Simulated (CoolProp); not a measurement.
A simple Rankine cycle with ammonia: condensing at 289.15 K, boiler at 5.57 MPa, turbine inlet 369.3 K, turbine efficiency 0.7, pump efficiency 0.7, no recuperator. Each further row changes one setting.

Model: reference Helmholtz-energy equation of state, Gao 2020, in CoolProp.

| case | thermal efficiency (%) | net work (kJ/kg) | heat in (kJ/kg) | turbine exit temperature (K) | volume ratio over the turbine |
|---|---|---|---|---|---|
| as stated | … | 145 | 1180 | 289.1 | … |
| turbine inlet 389.3 K | 12.6 | 162 | 1280 | 289.1 | 6.20 |
| condensing temperature 281.15 K | 13.5 | … | 1220 | 281.1 | 8.84 |
| boiler pressure 3.9 MPa | 10.8 | 138 | 1280 | 289.1 | 4.41 |
| turbine efficiency 0.6 | 10.4 | 122 | 1180 | 289.1 | … |

Task: What belongs in the gaps?

Result: 
- as stated, thermal efficiency (%): 12.3
- as stated, volume ratio over the turbine: 6.87
- condensing temperature 281.15 K, net work (kJ/kg): 164
- turbine efficiency 0.6, volume ratio over the turbine: 7.01

The expansion ends wet for: as stated; turbine inlet 389.3 K; condensing temperature 281.15 K; boiler pressure 3.9 MPa; turbine efficiency 0.6.
